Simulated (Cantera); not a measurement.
What does this Cantera script print?

```python
import numpy as np
import cantera as ct

gas = ct.Solution("gri30.yaml")
gas.TPX = 1300, 2666, {'C3H8': 1, 'H2': 2}
inlet = ct.Reservoir(gas, clone=True)

reactor = ct.IdealGasConstPressureReactor(gas, energy="off", clone=False)
exhaust = ct.Reservoir(gas, clone=True)
tau = [1, 0.5, 0.24, 0.11, 0.054, 0.026, 0.012, 0.0058, 0.0028, 0.0013, 0.00062][0]
for a, b in ((inlet, reactor), (reactor, exhaust)):
    ct.MassFlowController(a, b, mdot=lambda t: reactor.mass / tau)
net = ct.ReactorNet([reactor])
show = ['C3H8', 'H2', 'C2H6', 'C2H4', 'CH4', 'H']

rows = []
print(f"{'tau/s':>10s}{'T/K':>9s}" + "".join(f"{s:>11s}" for s in show))
for tau in [1, 0.5, 0.24, 0.11, 0.054, 0.026, 0.012, 0.0058, 0.0028, 0.0013, 0.00062]:
    net.initial_time = 0.0
    net.advance(30 * tau)
    before = gas.X
    net.advance(40 * tau)
    drift = np.max(np.abs(gas.X - before) / (gas.X + 1e-9))
    rows.append([gas.T, *gas[show].X, drift])
    print(f"{tau:10.3e}{gas.T:9.1f}" + "".join(f"{x:11.3e}" for x in gas[show].X))
```

Output:

```
     tau/s      T/K       C3H8         H2       C2H6       C2H4        CH4          H
 1.000e+00   1300.0  1.709e-03  6.029e-01  4.650e-04  5.691e-02  1.760e-01  5.309e-05
 5.000e-01   1300.0  3.053e-03  5.889e-01  6.762e-04  7.884e-02  1.866e-01  6.207e-05
 2.400e-01   1300.0  5.678e-03  5.736e-01  1.015e-03  1.076e-01  1.962e-01  7.246e-05
 1.100e-01   1300.0  1.106e-02  5.586e-01  1.597e-03  1.407e-01  2.028e-01  8.375e-05
 5.400e-02   1300.0  2.048e-02  5.488e-01  2.469e-03  1.668e-01  2.031e-01  9.270e-05
 2.600e-02   1300.0  3.890e-02  5.462e-01  3.903e-03  1.818e-01  1.941e-01  9.776e-05
 1.200e-02   1300.0  7.587e-02  5.559e-01  5.950e-03  1.752e-01  1.691e-01  9.574e-05
 5.800e-03   1300.0  1.321e-01  5.783e-01  7.210e-03  1.434e-01  1.297e-01  8.813e-05
 2.800e-03   1300.0  1.998e-01  6.074e-01  6.319e-03  9.684e-02  8.399e-02  7.877e-05
 1.300e-03   1300.0  2.616e-01  6.345e-01  3.777e-03  5.202e-02  4.376e-02  6.800e-05
 6.200e-04   1300.0  3.006e-01  6.518e-01  1.617e-03  2.338e-02  1.904e-02  5.474e-05
```

Computed with Cantera and GRI-Mech 3.0 (53 species, 325 reactions). GRI-Mech 3.0 was tuned for natural gas; its chemistry of propane as a main component is partial and can be far from experiment. GRI-Mech 3.0 stops at C3 and has no aromatics, soot or wall deposition, so with more carbon than oxygen in the feed, carbon stays in small species such as C2H2 where larger ones or solid carbon would form. Radical loss at walls, strong at low pressure, is not modelled.
